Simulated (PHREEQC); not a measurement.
Solution (55 °C): 0.013 mol/kgw NaH2PO4 and 0.021 mol/kgw HF. Closed to the air; pH follows from the charge balance.

The numbers come from PHREEQC with the ion-association model, phreeqc.dat.

```csv
quantity,before,after
pH,2.80,3.20
ionic strength (mol/kgw),0.0148,0.00197
HF (mol/kgw),0.0160,0.00129
F- (mol/kgw),0.00434,0.000804
HF2- (mol/kgw),0.000304,4.53e-6
```

Problem. What was changed between the two runs?
A. 0.0038 mol/kgw Ca(OH)2 added
B. temperature from 55 to 10 °C
C. NaH2PO4 left out
D. HF from 0.021 to 0.21 mol/kgw
E. diluted 10-fold with water

Solution. E, diluted 10-fold with water

This is a speciation only: nothing precipitates in the calculation. Away from 25 °C the constants follow the database's enthalpies or fits; those with neither stay at their 25 °C values.
